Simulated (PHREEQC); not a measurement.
Make-up at 68 °C: 0.0022 mol AgNO3, 0.0024 mol KNO3 and 0.00042 mol Na2SO4 per kg of water. Closed to the air; pH follows from the charge balance.

Equilibrium calculation in PHREEQC: ion-association model, wateq4f.dat.

Precipitation was switched off in this run.

Problem. Order these S species by the share of S that they hold, largest first: KSO4-, NaSO4-, AgSO4-, SO4-2.

Solution. SO4-2 (94 %), AgSO4- (3.9 %), KSO4- (2.1 %), NaSO4- (0.35 %)

The pH is 6.44 and the ionic strength 0.00580 mol/kgw. At this temperature some constants are extrapolated from 25 °C, and those without enthalpy data are left unchanged.
